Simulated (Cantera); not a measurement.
## Adiabatic ignition

An adiabatic, constant-pressure homogeneous reactor starts with CH3OH : O2 : N2 : H2O = 1 : 1.15 : 4.34 : 0.032 (molar parts), at 1198 K and 0.400 bar.

Model: GRI-Mech 3.0 (53 species, 325 reactions), integrated in Cantera. GRI-Mech 3.0 was tuned for natural gas; its chemistry of methanol as a main component is partial and can be far from experiment.

```json
[
 {"t (s)": "3.00e-6", "T (K)": "1198", "x CH3OH": "0.153", "x O2": "0.176", "x CH3": "4.30e-9", "x C2H": "<1e-12", "x HCN": "<1e-12"},
 {"t (s)": "1.03e-5", "T (K)": "1198", "x CH3OH": "0.153", "x O2": "0.176", "x CH3": "1.40e-8", "x C2H": "<1e-12", "x HCN": "<1e-12"},
 {"t (s)": "3.55e-5", "T (K)": "1198", "x CH3OH": "0.153", "x O2": "0.176", "x CH3": "3.97e-8", "x C2H": "<1e-12", "x HCN": "<1e-12"},
 {"t (s)": "0.000122", "T (K)": "1198", "x CH3OH": "0.153", "x O2": "0.176", "x CH3": "7.82e-8", "x C2H": "<1e-12", "x HCN": "<1e-12"},
 {"t (s)": "0.000421", "T (K)": "1198", "x CH3OH": "0.153", "x O2": "0.176", "x CH3": "8.95e-8", "x C2H": "<1e-12", "x HCN": "<1e-12"},
 {"t (s)": "0.00145", "T (K)": "1198", "x CH3OH": "0.153", "x O2": "0.176", "x CH3": "8.55e-8", "x C2H": "<1e-12", "x HCN": "<1e-12"},
 {"t (s)": "0.00499", "T (K)": "1198", "x CH3OH": "0.153", "x O2": "0.176", "x CH3": "7.50e-8", "x C2H": "<1e-12", "x HCN": "<1e-12"},
 {"t (s)": "0.0172", "T (K)": "1203", "x CH3OH": "0.150", "x O2": "0.175", "x CH3": "3.76e-8", "x C2H": "<1e-12", "x HCN": "<1e-12"},
 {"t (s)": "0.0591", "T (K)": "2549", "x CH3OH": "<1e-12", "x O2": "0.00465", "x CH3": "<1e-12", "x C2H": "<1e-12", "x HCN": "1.49e-9"},
 {"t (s)": "0.203", "T (K)": "2549", "x CH3OH": "<1e-12", "x O2": "0.00464", "x CH3": "<1e-12", "x C2H": "<1e-12", "x HCN": "1.53e-9"},
 {"t (s)": "0.700", "T (K)": "2549", "x CH3OH": "<1e-12", "x O2": "0.00464", "x CH3": "<1e-12", "x C2H": "<1e-12", "x HCN": "1.53e-9"}
]
```
x: mole fraction; the columns are a selection and need not sum to one.

```
Quantity                                                            Result
---------------------------------  ---------------------------------------
time of steepest temperature rise                                  21.1 ms
temperature at 0.700 s                                              2549 K
equilibrium temperature                                             2549 K
x(CH3OH) at 0.700 s                  <1e-12 (gas-phase equilibrium <1e-12)
x(O2) at 0.700 s                   0.00464 (gas-phase equilibrium 0.00464)
x(CH3) at 0.700 s                    <1e-12 (gas-phase equilibrium <1e-12)
```
